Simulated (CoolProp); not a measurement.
Properties of ethanol along the isobar 9.68 bar (Tc = 241.6 °C, pc = 62.68 bar, ω = 0.644).

The numbers come from the reference Helmholtz-energy equation of state, Schroeder 2014 in CoolProp.

```json
[
 {"T (°C)": "-99.65", "phase": "liquid", "cp (kJ/(kg K))": "1.897", "speed of sound (m/s)": "1638", "conductivity (mW/(m K))": "210", "Prandtl number": "429"},
 {"T (°C)": "-90.15", "phase": "liquid", "cp (kJ/(kg K))": "1.925", "speed of sound (m/s)": "1601", "conductivity (mW/(m K))": "204", "Prandtl number": "278"},
 {"T (°C)": "-80.55", "phase": "liquid", "cp (kJ/(kg K))": "1.942", "speed of sound (m/s)": "1563", "conductivity (mW/(m K))": "199", "Prandtl number": "190"},
 {"T (°C)": "-71.05", "phase": "liquid", "cp (kJ/(kg K))": "1.957", "speed of sound (m/s)": "1524", "conductivity (mW/(m K))": "194", "Prandtl number": "137"},
 {"T (°C)": "-61.45", "phase": "liquid", "cp (kJ/(kg K))": "1.977", "speed of sound (m/s)": "1483", "conductivity (mW/(m K))": "190", "Prandtl number": "101"},
 {"T (°C)": "-51.95", "phase": "liquid", "cp (kJ/(kg K))": "2.004", "speed of sound (m/s)": "1442", "conductivity (mW/(m K))": "186", "Prandtl number": "77.0"},
 {"T (°C)": "-42.35", "phase": "liquid", "cp (kJ/(kg K))": "2.038", "speed of sound (m/s)": "1401", "conductivity (mW/(m K))": "182", "Prandtl number": "59.9"},
 {"T (°C)": "-32.85", "phase": "liquid", "cp (kJ/(kg K))": "2.078", "speed of sound (m/s)": "1362", "conductivity (mW/(m K))": "179", "Prandtl number": "47.7"},
 {"T (°C)": "-23.25", "phase": "liquid", "cp (kJ/(kg K))": "2.124", "speed of sound (m/s)": "1323", "conductivity (mW/(m K))": "176", "Prandtl number": "38.5"},
 {"T (°C)": "-13.65", "phase": "liquid", "cp (kJ/(kg K))": "2.175", "speed of sound (m/s)": "1285", "conductivity (mW/(m K))": "173", "Prandtl number": "31.5"},
 {"T (°C)": "-4.15", "phase": "liquid", "cp (kJ/(kg K))": "2.231", "speed of sound (m/s)": "1249", "conductivity (mW/(m K))": "170", "Prandtl number": "26.3"},
 {"T (°C)": "5.45", "phase": "liquid", "cp (kJ/(kg K))": "2.292", "speed of sound (m/s)": "1215", "conductivity (mW/(m K))": "168", "Prandtl number": "22.1"}
]
```

Viscosity comes from a separate model (Kiselev 2005). Thermal conductivity comes from a separate model (Assael 2013).
